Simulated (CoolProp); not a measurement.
CHF3 (R23) along the isobar 1.54 MPa: fugacity coefficient from the reference equation and from simpler models built on Tc = 26.1 °C, pc = 4.832 MPa, ω = 0.263; each cubic takes its own stable root.

Computed with CoolProp (reference Helmholtz-energy equation of state, Penoncello 2003).

| T (°C) | phase | reference | van der Waals | Redlich-Kwong | Peng-Robinson |
|---|---|---|---|---|---|
| -35.35 | liquid | 0.4763 | 0.8366 | 0.6330 | 0.4840 |
| -14.15 | gas | [?] | [?] | 0.8387 | 0.8177 |
| 6.95 | gas | 0.8575 | 0.8895 | 0.8710 | [?] |
| 28.15 | gas | 0.8895 | 0.9075 | 0.8954 | 0.8851 |
| 49.25 | gas | 0.9126 | 0.9217 | 0.9142 | 0.9075 |
| 70.45 | gas | 0.9302 | 0.9332 | [?] | 0.9251 |
| 91.55 | gas | [?] | 0.9427 | 0.9407 | 0.9390 |
| 112.75 | gas | 0.9543 | 0.9505 | 0.9502 | 0.9503 |
| 133.85 | gas | 0.9628 | [?] | 0.9580 | 0.9594 |
| 155.05 | gas | [?] | 0.9625 | 0.9644 | 0.9669 |

### Question
Complete the blanks.

### Answer

- -14.15, reference: 0.8110
- -14.15, van der Waals: 0.8667
- 6.95, Peng-Robinson: 0.8561
- 70.45, Redlich-Kwong: 0.9290
- 91.55, reference: 0.9437
- 133.85, van der Waals: 0.9570
- 155.05, reference: 0.9697

At some of these states van der Waals gives the other phase, because its saturation line lies elsewhere.
